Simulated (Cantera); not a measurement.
Gas activation for diamond growth

An isothermal, constant-pressure homogeneous reactor starts with 0.729 % CH4, 98.5 % H2, 0.817 % O2, at 2425 K and 1330 Pa.

Model: GRI-Mech 3.0 (53 species, 325 reactions), integrated in Cantera. Radical loss at walls, strong at low pressure, is not modelled.

| t (s) | x CH4 | x H2 | x O2 | x H2O2 | x CO2 | x C2H4 | x CH3 |
|---|---|---|---|---|---|---|---|
| 6.00e-5 | 0.00720 | 0.984 | 0.00811 | 4.86e-7 | 2.59e-9 | 8.41e-9 | 8.04e-5 |
| 0.000183 | 0.00703 | 0.982 | 0.00778 | 4.27e-7 | 7.08e-8 | 1.85e-7 | 0.000248 |
| 0.000561 | 0.00606 | 0.971 | 0.00434 | 1.11e-7 | 3.11e-6 | 5.68e-6 | 0.00112 |
| 0.00171 | 0.00428 | 0.956 | 1.21e-5 | 1.89e-10 | 5.20e-6 | 1.59e-5 | 0.00177 |
| 0.00524 | 0.00206 | 0.951 | 1.11e-8 | <1e-12 | 1.29e-6 | 6.25e-6 | 0.00111 |
| 0.0160 | 0.000514 | 0.945 | 1.61e-8 | <1e-12 | 3.58e-6 | 8.14e-7 | 0.000354 |
| 0.0490 | 0.000181 | 0.937 | 1.89e-8 | <1e-12 | 7.83e-6 | 2.16e-7 | 0.000160 |
| 0.150 | 2.44e-5 | 0.922 | 2.04e-8 | <1e-12 | 1.08e-5 | 1.06e-8 | 2.98e-5 |
| 0.458 | 4.67e-12 | 0.889 | 4.73e-8 | 1.08e-12 | 1.08e-5 | <1e-12 | 9.13e-12 |
| 1.40 | <1e-12 | 0.849 | 1.03e-7 | 1.75e-12 | 1.08e-5 | <1e-12 | 1.53e-12 |
| 4.28 | <1e-12 | 0.842 | 1.16e-7 | 1.89e-12 | 1.07e-5 | <1e-12 | 1.28e-12 |
| 13.1 | <1e-12 | 0.842 | 1.16e-7 | 1.89e-12 | 1.07e-5 | <1e-12 | 1.28e-12 |
| 40.0 | <1e-12 | 0.842 | 1.16e-7 | 1.89e-12 | 1.07e-5 | <1e-12 | 1.28e-12 |
x: mole fraction; the columns are a selection and need not sum to one.

Equilibrium at this temperature and pressure: CH4 <1e-12, H2 0.842, O2 1.16e-7, H2O2 1.89e-12, CO2 1.07e-5, C2H4 <1e-12, CH3 1.35e-12 (gas phase only).
